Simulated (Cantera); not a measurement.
Charge: 1 mol Si₂Cl₆, 0.91 mol HCl, a varied amount of H₂, held at 1048 K and 0.130 bar.

These are equilibrium values from Cantera (NASA tables, ideal gas, pure condensed phases), not measurements of a reactor. Candidate condensed phases: Si; 19 gas species. The feed counts by its element totals alone. The tables' values for SiCl₃ are old estimates; treat these amounts as uncertain. Rates play no part.

x: gas mole fraction; n: condensed amount in mol.

```
n(H₂) (mol)   x H₂  x SiCl₄  x SiHCl₃   x HCl  n Si(s)
-----------  -----  -------  --------  ------  -------
8.4          0.804    0.125    0.0365  0.0281    0.225
12           0.849   0.0898    0.0293  0.0266    0.235
18           0.889   0.0601    0.0222  0.0246    0.252
26           0.916   0.0408    0.0168  0.0227        ?
38           0.937   0.0268    0.0124  0.0207        ?
56           0.953   0.0171   0.00893  0.0186        ?
82           0.965   0.0107   0.00631  0.0167        ?
120          0.973  0.00647   0.00436  0.0148        ?
170          0.979  0.00396   0.00303  0.0131        ?
```

Question: Complete the blanks.

Answer: 
- 26, n Si(s): 0.277
- 38, n Si(s): 0.314
- 56, n Si(s): 0.367
- 82, n Si(s): 0.438
- 120, n Si(s): 0.533
- 170, n Si(s): 0.644
